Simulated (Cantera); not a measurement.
A perfectly stirred reactor is fed with CH4 : N2 = 1 : 89 (molar parts), at 10.00 Torr; it is held at 1823 K, and followed from long to short residence time.

Model: GRI-Mech 3.0 (53 species, 325 reactions), integrated in Cantera. GRI-Mech 3.0 stops at C3 and has no aromatics, soot or wall deposition, so with more carbon than oxygen in the feed, carbon stays in small species such as C2H2 where larger ones or solid carbon would form. Radical loss at walls, strong at low pressure, is not modelled.

What does this change do: pressure from 10.00 Torr to 2.55 Torr?


| quantity | before | after |
|---|---|---|
| x(CH4) at τ = 3.60 s | 0.000778 | 0.00195 |
| x(C2H6) at τ = 3.60 s | 2.29e-8 | 2.68e-8 |
| x(HCN) at τ = 3.60 s | 0.000138 | 3.58e-5 |
| x(H2) at τ = 3.60 s | 0.0151 | 0.0133 |
| x(H) at τ = 3.60 s | 0.000118 | 8.53e-5 |
| x(CH4) at τ = 0.170 s | 0.00534 | 0.00914 |
| x(C2H6) at τ = 0.170 s | 3.24e-7 | 1.00e-7 |
| x(HCN) at τ = 0.170 s | 4.01e-6 | 2.30e-7 |
| x(H2) at τ = 0.170 s | 0.00793 | 0.00227 |
| x(H) at τ = 0.170 s | 4.23e-5 | 1.34e-5 |
